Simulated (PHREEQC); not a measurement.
A made-up water analysis in mg/L, 20 °C, pH 6.69, pe 11.4:

```
constituent            mg/L
------------------  -------
Na                     3.83
K                     0.148
Ca                     1.67
Mg                    0.945
Cl                     4.68
S(6) as SO4            2.92
Alkalinity as HCO3     8.34
N(5) as NO3           0.426
Ba                      0.2
B                   0.00998
```

Valence states are taken as typed.

All values are PHREEQC results (ion-association model, phreeqc.dat), not measurements.

ionic strength: 0.000446 mol/kgw
charge-balance error: -0.3 %

```json
[
 {"species": "Na+", "molality": "0.000167", "activity": "0.000163", "log γ": "-0.010"},
 {"species": "HCO3-", "molality": "0.000137", "activity": "0.000133", "log γ": "-0.010"},
 {"species": "Cl-", "molality": "0.000132", "activity": "0.000129", "log γ": "-0.010"},
 {"species": "CO2", "molality": "6.56e-5", "activity": "6.56e-5", "log γ": "0.000"},
 {"species": "Ca+2", "molality": "4.14e-5", "activity": "3.77e-5", "log γ": "-0.041"},
 {"species": "Mg+2", "molality": "3.86e-5", "activity": "3.51e-5", "log γ": "-0.041"},
 {"species": "SO4-2", "molality": "3.00e-5", "activity": "2.73e-5", "log γ": "-0.041"}
]
```

Precipitation was switched off in this run.
